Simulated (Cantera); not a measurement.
An isothermal, constant-pressure homogeneous reactor starts with CH2O : O2 : N2 = 0.0055 : 0.021 : 1 (molar parts), at 1250 K and 2.40 bar.

Cantera simulation using GRI-Mech 3.0 (53 species, 325 reactions); the numbers are that mechanism's predictions, not measurements.

x: mole fraction; the columns are a selection and need not sum to one.

```json
[
 {"t (s)": "3.00e-6", "x CH2O": "0.00536", "x O2": "0.0205", "x HO2": "(withheld)", "x O": "7.32e-10", "x N2O": "<1e-12", "x C2H2": "<1e-12"},
 {"t (s)": "9.36e-6", "x CH2O": "0.00536", "x O2": "0.0205", "x HO2": "(withheld)", "x O": "1.04e-9", "x N2O": "<1e-12", "x C2H2": "<1e-12"},
 {"t (s)": "2.92e-5", "x CH2O": "0.00536", "x O2": "0.0205", "x HO2": "(withheld)", "x O": "1.60e-9", "x N2O": "1.41e-12", "x C2H2": "<1e-12"},
 {"t (s)": "9.12e-5", "x CH2O": "0.00535", "x O2": "0.0204", "x HO2": "(withheld)", "x O": "4.99e-9", "x N2O": "1.59e-11", "x C2H2": "<1e-12"},
 {"t (s)": "0.000285", "x CH2O": "0.00512", "x O2": "0.0203", "x HO2": "(withheld)", "x O": "5.81e-8", "x N2O": "3.42e-10", "x C2H2": "<1e-12"},
 {"t (s)": "0.000888", "x CH2O": "0.000520", "x O2": "0.0186", "x HO2": "(withheld)", "x O": "3.34e-6", "x N2O": "6.17e-9", "x C2H2": "<1e-12"},
 {"t (s)": "0.00277", "x CH2O": "1.23e-12", "x O2": "0.0163", "x HO2": "(withheld)", "x O": "6.18e-5", "x N2O": "4.85e-7", "x C2H2": "<1e-12"},
 {"t (s)": "0.00865", "x CH2O": "<1e-12", "x O2": "0.0155", "x HO2": "(withheld)", "x O": "1.93e-5", "x N2O": "9.25e-7", "x C2H2": "<1e-12"},
 {"t (s)": "0.0270", "x CH2O": "<1e-12", "x O2": "0.0152", "x HO2": "(withheld)", "x O": "3.17e-6", "x N2O": "1.19e-6", "x C2H2": "<1e-12"},
 {"t (s)": "0.0843", "x CH2O": "<1e-12", "x O2": "0.0151", "x HO2": "(withheld)", "x O": "3.49e-7", "x N2O": "1.21e-6", "x C2H2": "<1e-12"},
 {"t (s)": "0.263", "x CH2O": "<1e-12", "x O2": "0.0151", "x HO2": "(withheld)", "x O": "4.50e-8", "x N2O": "9.36e-7", "x C2H2": "<1e-12"},
 {"t (s)": "0.821", "x CH2O": "<1e-12", "x O2": "0.0151", "x HO2": "(withheld)", "x O": "1.29e-8", "x N2O": "3.89e-7", "x C2H2": "<1e-12"},
 {"t (s)": "2.56", "x CH2O": "<1e-12", "x O2": "0.0151", "x HO2": "9.64e-10", "x O": "6.18e-9", "x N2O": "3.35e-8", "x C2H2": "<1e-12"},
 {"t (s)": "8.00", "x CH2O": "<1e-12", "x O2": "0.0151", "x HO2": "9.15e-10", "x O": "5.53e-9", "x N2O": "9.92e-9", "x C2H2": "<1e-12"}
]
```

Fill in the missing entries.


- 3.00e-6, x HO2: 1.42e-7
- 9.36e-6, x HO2: 4.82e-7
- 2.92e-5, x HO2: 1.61e-6
- 9.12e-5, x HO2: 6.70e-6
- 0.000285, x HO2: 6.21e-5
- 0.000888, x HO2: 7.80e-5
- 0.00277, x HO2: 4.78e-6
- 0.00865, x HO2: 2.56e-6
- 0.0270, x HO2: 6.85e-7
- 0.0843, x HO2: 8.04e-8
- 0.263, x HO2: 7.22e-9
- 0.821, x HO2: 1.61e-9
